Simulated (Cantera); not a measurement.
**Catalytic combustion on Pt**

An isothermal plug-flow reactor at 750 K and 0.270 bar (inlet), inlet velocity 5 m/s, active area per volume 3100 1/m; feed 0.669 % CO, 8.19 % O2, 91.1 % N2.

Cantera simulation using Deutschmann's 1995 Pt surface mechanism with GRI-Mech 3.0 gas chemistry; the numbers are that mechanism's predictions, not measurements. Catalytic surfaces can have several steady states; this one follows from the mechanism file's or the stated starting coverage. Mass transfer to the wall is taken as infinitely fast.

| z (m) | x CO | x O2 | x H2O | x CO2 | θ free Pt | θ O* | θ CO* |
|---|---|---|---|---|---|---|---|
| 0.00012 | 0.00391 | 0.0806 | <1e-12 | 0.00279 | 0.0728 | 0.925 | 0.00229 |
| 0.00021 | 0.00361 | 0.0805 | <1e-12 | 0.00310 | 0.0642 | 0.934 | 0.00163 |
| 0.00037 | 0.00322 | 0.0803 | <1e-12 | 0.00348 | 0.0570 | 0.942 | 0.00114 |
| 0.00065 | 0.00276 | 0.0801 | <1e-12 | 0.00395 | 0.0511 | 0.948 | 0.000779 |
| 0.0012 | 0.00215 | 0.0798 | <1e-12 | 0.00455 | 0.0458 | 0.954 | 0.000486 |
| 0.0021 | 0.00154 | 0.0795 | <1e-12 | 0.00516 | 0.0420 | 0.958 | 0.000291 |
| 0.0037 | 0.000932 | 0.0793 | <1e-12 | 0.00578 | 0.0390 | 0.961 | 0.000152 |
| 0.0065 | 0.000428 | 0.0790 | <1e-12 | 0.00628 | 0.0370 | 0.963 | 6.25e-5 |
| 0.012 | 0.000104 | 0.0789 | <1e-12 | 0.00661 | 0.0359 | 0.964 | 1.43e-5 |
x: gas mole fraction; θ: surface coverage.
